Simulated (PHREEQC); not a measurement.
A solution holds 0.025 mol/kgw NiSO4, 0.21 mol/kgw Na2SO4 and 0.013 mol/kgw HCl, at 31 °C. Closed to the air; pH follows from the charge balance.

Equilibrium calculation in PHREEQC: ion-association model, wateq4f.dat.

**Question.** The ionic strength comes out as 0.546 mol/kgw. What activity coefficients do Na+, H+, SO4-2, Ni(SO4)2-2, NiCl+ get?

**Answer.** Na+ 0.70, H+ 0.76, SO4-2 0.20, Ni(SO4)2-2 0.29, NiCl+ 0.73.

No solid was allowed to form.
